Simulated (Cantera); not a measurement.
**Reactions in the system K-O-S**

Standard-state values (1 bar) from the NASA 1993 polynomials, evaluated with Cantera. Values are per mole of reaction as written; species without (g) are pure solids or liquids, kept so even where they would boil at 1 bar.

2 K2SO4 + S2(g) = 4 SO2(g) + 4 K(g)

```tsv
T (K)	ΔH° (kJ)	ΔS° (J/K)	ΔG° (kJ)	log10 K
375	1911.1	1041.0	1520.7	-211.82
450	1905.5	1027.5	1443.2	-167.51
525	1899.2	1014.5	1366.6	-135.96
600	1892.0	1001.7	1291.0	-112.39
675	1883.8	988.9	1216.3	-94.12
750	1874.5	975.8	1142.7	-79.58
825	1864.0	962.5	1070.0	-67.74
900	1837.4	931.5	999.1	-57.98
975	1828.5	922.0	929.6	-49.80
```

2 K2SO4 = S2(g) + 8 O(g) + 4 K

| T (K) | ΔH° (kJ) | ΔS° (J/K) | ΔG° (kJ) | log10 K |
|---|---|---|---|---|
| 375 | 5010.9 | 1465.0 | 4461.5 | -621.44 |
| 450 | 5013.3 | 1471.0 | 4351.4 | -505.08 |
| 525 | 5014.1 | 1472.7 | 4241.0 | -421.94 |
| 600 | 5013.4 | 1471.4 | 4130.5 | -359.59 |
| 675 | 5011.1 | 1467.8 | 4020.3 | -311.10 |
| 750 | 5007.2 | 1462.4 | 3910.4 | -272.34 |
| 825 | 5001.8 | 1455.5 | 3801.0 | -240.65 |
| 900 | 4980.1 | 1430.2 | 3692.9 | -214.33 |
| 975 | 4975.9 | 1425.7 | 3585.8 | -192.10 |
